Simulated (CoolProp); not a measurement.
Vapour-liquid equilibrium of sulfur hexafluoride (1) + R113 (2) at 286.9 K; x and y are mole fractions of (1).

Model: multi-fluid Helmholtz-energy mixture model, Guder 2009 and Marx 1992; pair parameters Bell 2016, in CoolProp.

Task: Give the bubble pressure and the first vapour's composition at x = 0.05, 0.65, 0.8. Is there an azeotrope?

Result: x = 0.05: 182.6 kPa, y = 0.840; x = 0.65: 831.1 kPa, y = 0.979; x = 0.8: 1214 kPa, y = 0.992. No azeotrope shows between x = 0.05 and 0.95.

Pair parameters are fitted to limited data, so mixtures are less certain than the pure fluids. The gap from Raoult's law changes sign with composition, which may be real or a fault of the pair parameters; it wasn't checked against measurements. With so large a gap from Raoult's law the liquid may split in two, which this calculation doesn't test in full.
